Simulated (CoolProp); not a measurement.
R1336mzz(E) along the isobar 57 bar: density (kg/m³) from the reference equation and from simpler models built on Tc = 403.5 K, pc = 27.79 bar, ω = 0.413; each cubic takes its own stable root.

Model: reference Helmholtz-energy equation of state, Akasaka 2023, in CoolProp.

| T (K) | phase | reference |
|---|---|---|
| 272.6 | liquid | 1415 |
| 285.1 | liquid | 1383 |
| 297.6 | liquid | 1349 |
| 310.1 | liquid | 1314 |
| 322.6 | liquid | 1277 |
| 335.1 | liquid | 1238 |
| 347.5 | liquid | 1196 |
| 360 | liquid | 1149 |
| 372.5 | liquid | 1099 |
| 385 | liquid | 1043 |
| 397.5 | liquid | 979.2 |
| 410 | supercritical | 905.6 |

Task: How far does each simpler model (van der Waals, Redlich-Kwong, Soave-Redlich-Kwong, Peng-Robinson) lie from the reference over these 12 states: mean and median of the absolute difference, and the worst?

Result: 
- van der Waals: mean 37.8 %, median 38.8 %, worst -40.9 % at 272.6 K and 57 bar
- Redlich-Kwong: mean 16.7 %, median 16.7 %, worst -17.5 % at 385 K and 57 bar
- Soave-Redlich-Kwong: mean 13.4 %, median 12.7 %, worst -17.7 % at 410 K and 57 bar
- Peng-Robinson: mean 2.7 %, median 1.6 %, worst -8.9 % at 410 K and 57 bar
